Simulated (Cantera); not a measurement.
An adiabatic, constant-volume homogeneous reactor starts with 9.05 % CH₃OH, 19.1 % O₂, 71.9 % N₂, at 1450 K and 34000 Pa.

Detailed kinetics in Cantera: GRI-Mech 3.0 (53 species, 325 reactions). GRI-Mech 3.0 was tuned for natural gas; its chemistry of methanol as a main component is partial and can be far from experiment.

Q: Predict: time of steepest temperature rise; temperature at 0.400 s; equilibrium temperature; x(O₂) at 0.400 s; x(NO) at 0.400 s; x(CO) at 0.400 s; x(H₂O) at 0.400 s; x(NO₂) at 0.400 s.

A: 
```json
{
  "time_of_steepest_temperature_rise": "1.03 ms",
  "temperature at 0.400 s": "2674 K",
  "equilibrium_temperature": "2674 K",
  "x(O₂) at 0.400 s": "0.0535 (gas-phase equilibrium 0.0535)",
  "x(NO) at 0.400 s": "0.0142 (gas-phase equilibrium 0.0142)",
  "x(CO) at 0.400 s": "0.0264 (gas-phase equilibrium 0.0264)",
  "x(H₂O) at 0.400 s": "0.143 (gas-phase equilibrium 0.143)",
  "x(NO₂) at 0.400 s": "4.41e-6 (gas-phase equilibrium 4.41e-6)"
}
```
